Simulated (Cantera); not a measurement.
A Cantera script and its output.

```python
import numpy as np
import cantera as ct

surf = ct.Interface("ptcombust.yaml", "Pt_surf")
gas = surf.adjacent["gas"]
gas.TPX = 723, 50000, {'CO': 0.003, 'O2': 0.083, 'N2': 0.79}
surf.TP = 723, 50000
reactor = ct.FlowReactor(gas, clone=False)
reactor.area = 0.0001  # m2
reactor.surface_area_to_volume_ratio = 1000  # 1/m
reactor.mass_flow_rate = 0.67 * reactor.area * gas.density  # inlet velocity 0.67 m/s
reactor.energy_enabled = False
wall = ct.ReactorSurface(surf, reactor, clone=False)
net = ct.ReactorNet([reactor])
net.rtol, net.atol = 1e-8, 1e-16
show, cover = ['CO', 'O2', 'H2O', 'CO2'], ['PT(S)', 'H(S)', 'O(S)', 'OH(S)', 'CO(S)', 'C(S)']

rows = []
print(f"{'z/m':>9s}{'u/(m/s)':>9s}" + "".join(f"{s:>13s}" for s in show + cover))
for z in [0.00017, 0.00029, 0.00048, 0.0008, 0.0013, 0.0022, 0.0037, 0.0062, 0.01, 0.017]:
    net.advance(z)
    rows.append([reactor.speed, *gas[show].X, *surf[cover].coverages])
    print(f"{z:9.4g}{rows[-1][0]:9.3g}" + "".join(f"{x:13.4e}" for x in rows[-1][1:]))
```

Result:

```
      z/m  u/(m/s)           CO           O2          H2O          CO2        PT(S)         H(S)         O(S)        OH(S)        CO(S)         C(S)
  0.00017     0.67   3.2611e-03   9.4675e-02  -3.1510e-30   1.6382e-04   2.4644e-02  -1.1771e-25   9.7462e-01  -1.2603e-19   7.4070e-04   8.8745e-18
  0.00029     0.67   3.1558e-03   9.4627e-02  -2.4937e-30   2.6927e-04   2.4165e-02   1.6308e-25   9.7515e-01   2.6663e-19   6.8883e-04   8.0883e-18
  0.00048     0.67   3.0032e-03   9.4558e-02   3.7895e-29   4.2219e-04   2.3520e-02  -7.8930e-25   9.7586e-01  -4.1309e-19   6.2055e-04   7.0868e-18
   0.0008     0.67   2.7771e-03   9.4455e-02   3.9342e-29   6.4865e-04   2.2657e-02  -4.8437e-25   9.7681e-01   1.2168e-20   5.3201e-04   5.8472e-18
   0.0013     0.67   2.4814e-03   9.4321e-02   2.5026e-30   9.4491e-04   2.1666e-02   1.0754e-26   9.7790e-01   4.3279e-20   4.3420e-04   4.5582e-18
   0.0022     0.67   2.0664e-03   9.4133e-02   1.0041e-29   1.3606e-03   2.0480e-02  -5.4207e-23   9.7920e-01   1.2722e-17   3.2265e-04   3.1975e-18
   0.0037    0.669   1.5749e-03   9.3910e-02   5.4854e-29   1.8530e-03   1.9307e-02   4.2636e-26   9.8047e-01   1.0540e-18   2.1827e-04   2.0366e-18
   0.0062    0.669   1.0518e-03   9.3673e-02   1.2346e-29   2.3769e-03   1.8264e-02   6.3308e-26   9.8161e-01   1.3843e-19   1.3031e-04   1.1488e-18
     0.01    0.669   6.0293e-04   9.3469e-02  -3.8431e-31   2.8266e-03   1.7496e-02   3.4894e-25   9.8244e-01  -5.4701e-20   6.8492e-05   5.7796e-19
    0.017    0.669   2.3314e-04   9.3302e-02   3.4303e-30   3.1970e-03   1.6934e-02   2.4857e-25   9.8304e-01   5.6679e-19   2.4794e-05   2.0237e-19
```

Computed with Cantera and Deutschmann's 1995 Pt surface mechanism with GRI-Mech 3.0 gas chemistry. Catalytic surfaces can have several steady states; this one follows from the mechanism file's or the stated starting coverage. Mass transfer to the wall is taken as infinitely fast.
